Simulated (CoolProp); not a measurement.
Properties of R115 at several states (Tc = 80.0 °C, pc = 3129 kPa, ω = 0.248).

Model: reference Helmholtz-energy equation of state, Lemmon 2016, in CoolProp.

```json
[
 {"T (°C)": "36.55", "p (kPa)": "380", "phase": "gas", "cv (kJ/(kg K))": "0.6847", "isothermal compressibility (1/MPa)": "2.826", "expansivity (1/kK)": "4.015", "fugacity coefficient": "…"},
 {"T (°C)": "220.75", "p (kPa)": "12800", "phase": "supercritical", "cv (kJ/(kg K))": "0.8914", "isothermal compressibility (1/MPa)": "…", "expansivity (1/kK)": "4.453", "fugacity coefficient": "0.7092"},
 {"T (°C)": "167.15", "p (kPa)": "20.8", "phase": "gas", "cv (kJ/(kg K))": "0.8215", "isothermal compressibility (1/MPa)": "48.13", "expansivity (1/kK)": "2.280", "fugacity coefficient": "0.9990"},
 {"T (°C)": "131.45", "p (kPa)": "35.9", "phase": "gas", "cv (kJ/(kg K))": "…", "isothermal compressibility (1/MPa)": "27.92", "expansivity (1/kK)": "2.492", "fugacity coefficient": "0.9976"},
 {"T (°C)": "199.95", "p (kPa)": "177", "phase": "gas", "cv (kJ/(kg K))": "…", "isothermal compressibility (1/MPa)": "5.687", "expansivity (1/kK)": "2.169", "fugacity coefficient": "0.9934"}
]
```

Task: Fill in the missing entries.

Result: 
- 36.55, fugacity coefficient: 0.9396
- 220.75, isothermal compressibility (1/MPa): 0.06449
- 131.45, cv (kJ/(kg K)): 0.7874
- 199.95, cv (kJ/(kg K)): 0.8498
